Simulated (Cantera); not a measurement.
Input: 1 mol AlN, 200 mol H2, held at 1150 °C and 100000 Pa.

Cantera equilibrium calculation (NASA polynomials, part measured and part estimated; ideal gas, pure solids and liquids). Candidate condensed phases: Al, AlN; 13 gas species. The numbers say what is thermodynamically allowed, not how fast it happens.

Base state: H2 1.000 (mole fractions); condensed: AlN(s).

Q: What changes in the equilibrium state with this change: temperature from 1150 °C to 1802 °C?

A: 
```
species       before     after
-----------  -------  --------
H2             1.000     0.993
H            6.66e-6   0.00265
Al           2.43e-8   0.00219
N2           2.59e-8   0.00136
AlH          4.02e-8  0.000521
AlN(s), mol    1.000     0.454
```
